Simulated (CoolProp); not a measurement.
Properties of p-xylene along the isobar 4.54 MPa (Tc = 616.2 K, pc = 3.532 MPa, ω = 0.324).

Values from CoolProp's reference Helmholtz-energy equation of state, Zhou 2012.

```tsv
T (K)	phase	cv (kJ/(kg K))	isothermal compressibility (1/MPa)	viscosity (µPa s)	conductivity (mW/(m K))	fugacity coefficient
339	liquid	1.446	0.001124	407	118	0.002376
367.1	liquid	1.537	0.001383	319	111	0.006866
395.2	liquid	1.627	0.001729	258	105	0.01649
423.3	liquid	1.718	0.002204	213	99.8	0.03424
451.4	liquid	1.808	0.002874	177	94.8	0.06329
479.5	liquid	1.896	0.003861	147	90.5	0.1064
507.6	liquid	1.983	0.005404	122	86.9	0.1653
535.7	liquid	2.068	0.008045	102	83.9	0.2404
563.8	liquid	2.153	0.01332	86.7	81.5	0.3304
591.9	liquid	2.240	0.02754	73.9	79.5	0.4316
620	supercritical	2.345	0.1100	58.7	77.7	0.5372
```

Viscosity comes from a separate model (Balogun 2015). Thermal conductivity comes from a separate model (Mylona 2014).
